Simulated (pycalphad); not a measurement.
Source of the numbers: pycalphad with the COST 507 light-alloy database (1999); pressure 1 atm. The database dates from 1999; later assessments differ in places, in temperatures and in the compounds included. Phase fractions are per mole of atoms. Diffusion is slow at the low end, where real alloys seldom reach equilibrium.

Problem. Give the equilibrium state of Cu-82.2Si (at.%) at 1350 K.

Solution. diamond (Si), fraction 0.636, with 100 Si at.%; liquid, fraction 0.364, with 51.1 Si at.%.

Problem. Give the equilibrium state of Cu-82.2Si (at.%) at 550 K.

Solution. diamond (Si), fraction 0.766, with 100 Si at.%; CU19SI6_ETA, fraction 0.234, with 24.0 Si at.%.

Database names, with the compositions (at.%) that they take in these runs: CU19SI6_ETA: Cu 76 Si 24.
